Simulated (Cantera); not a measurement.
Charge: 1 mol Si(CH3)4, 0.072 mol HCl, 2000 mol H2, 0.095 mol C2H2, at 0.133 bar.

These are equilibrium values from Cantera (NASA tables, ideal gas, pure condensed phases), not measurements of a reactor. Candidate condensed phases: C, C6H6, C7H8, C8H18, Si, SiC; 109 gas species. Gases not in the tables: Si2H6 and higher silanes. Kinetics and transport are ignored.

x: gas mole fraction; n: condensed amount in mol.

```csv
T (K),x H2,x H,x C2H2 (acetylene),x Si,x SiH,n SiC(s)
2073,0.992,0.00717,0.000815,6.49e-5,1.36e-5,0.799
2123,0.989,0.00977,0.000872,0.000147,2.76e-5,0.562
2173,0.985,___,0.000977,___,5.29e-5,___
2223,0.981,0.0174,0.00100,0.000364,5.57e-5,0
2273,0.976,___,0.00100,0.000382,5.31e-5,0
2323,0.969,0.0294,0.00100,0.000395,5.01e-5,0
2373,0.961,0.0375,0.000999,0.000405,4.69e-5,0
```

Fill in the missing entries.


- 2273, x H: 0.0227
- 2173, x H: 0.0131
- 2173, x Si: 0.000312
- 2173, n SiC(s): 0.0899
